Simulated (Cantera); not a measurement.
# Thermodynamics of sublimation and decomposition of ceramics, feed Si3N4 + H2

Input: 1 mol Si3N4, 0.01 mol H2, held at 1.33 mbar.

Equilibrium computed with Cantera from the NASA thermochemical tables; the gas is ideal and each condensed phase is pure. Candidate condensed phases: Si, Si3N4; 18 gas species. The tables' values for SiN are old estimates; treat these amounts as uncertain. Equilibrium is a limit: real reactors are often held back by kinetics, nucleation or transport.

| T (K) | log p N2 | log p Si | log p Si2 | log p H | log p Si2N | log p Si3 | log p SiN | log p H2 | n Si(l) |
|---|---|---|---|---|---|---|---|---|---|
| 2200 | -3.02 | -3.43 | -5.23 | -5.18 | -5.67 | -5.94 | -5.72 | -5.87 | 2.18 |
| 2225 | -3.07 | -3.33 | -5.10 | -5.20 | -5.63 | -5.82 | -5.66 | -6.02 | 1.83 |
| 2250 | -3.14 | -3.23 | -4.98 | -5.24 | -5.59 | -5.70 | -5.61 | -6.22 | 1.26 |
| 2275 | -3.25 | -3.13 | -4.86 | -5.32 | -5.57 | -5.59 | -5.59 | -6.49 | 0.206 |
| 2300 | -3.27 | -3.11 | -4.91 | -5.32 | -5.67 | -5.72 | -5.60 | -6.61 | 0 |
| 2325 | -3.27 | -3.11 | -4.98 | -5.31 | -5.79 | -5.89 | -5.62 | -6.71 | 0 |
| 2350 | -3.27 | -3.11 | -5.05 | -5.31 | -5.91 | -6.05 | -5.64 | -6.80 | 0 |
| 2375 | -3.27 | -3.11 | -5.12 | -5.30 | -6.02 | -6.22 | -5.65 | -6.90 | 0 |
| 2400 | -3.27 | -3.11 | -5.19 | -5.30 | -6.14 | -6.38 | -5.67 | -6.99 | 0 |
| 2425 | -3.27 | -3.10 | -5.26 | -5.29 | -6.25 | -6.54 | -5.69 | -7.09 | 0 |
| 2450 | -3.27 | -3.10 | -5.32 | -5.29 | -6.36 | -6.69 | -5.70 | -7.18 | 0 |
| 2475 | -3.27 | -3.10 | -5.39 | -5.29 | -6.46 | -6.85 | -5.72 | -7.28 | 0 |
| 2500 | -3.27 | -3.10 | -5.45 | -5.28 | -6.57 | -7.00 | -5.74 | -7.37 | 0 |
| 2525 | -3.27 | -3.10 | -5.52 | -5.28 | -6.67 | -7.14 | -5.75 | -7.46 | 0 |
log p: log10 of the partial pressure in bar; n: condensed amount in mol.

From 2200 K to 2275 K the condensed part is Si(l). From 2300 K to 2525 K nothing is condensed. The main Si-bearing gas is Si throughout.
